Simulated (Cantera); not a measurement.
A diamond (100) surface in a fixed gas of H2 with x(CH4) = 0.012, x(H) = 0.0077, x(CH3) = 1.2e-05, at 1100 K; coverages are run to steady state.

Cantera simulation using the Harris–Goodwin 1993 mechanism for the reconstructed diamond (100) surface; the numbers are that mechanism's predictions, not measurements.

One state of this run: growth (µm/h) = 0.0399; θ c6HH = 0.512; θ c6H* = 0.0279; θ c6*H = 0.442; θ c6** = 0.0182; θ c6HM = 0.000248. θ: site fractions in the mechanism's names (c6HH fully hydrogenated, c6H* and c6*H radical sites, c6** diradical, c6HM methylated).

Q: Which value of P (Pa) does it belong to?
A. 920
B. 330
C. 7300
D. 4400

A: A, 920
